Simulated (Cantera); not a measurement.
A freely propagating, adiabatic, planar premixed flame of CO : H2 : CH4 : O2 : N2 = 1 : 0.78 : 0.3 : 1.94 : 7.28 (molar parts), unburnt at 550 K and 4.05 atm; mixture-averaged transport, grid criteria slope 0.08 and curve 0.16, no radiation.

Computed with Cantera and GRI-Mech 3.0 (53 species, 325 reactions). Burning velocities carry a grid error of a few per cent, more on coarse grids.

### Question
Predict: laminar burning velocity; thermal thickness; peak x(H); peak x(O).

### Answer
```json
{
  "laminar_burning_velocity": "109 cm/s",
  "thermal_thickness": "0.103 mm",
  "peak x(H)": "0.00374",
  "peak x(O)": "0.00491"
}
```
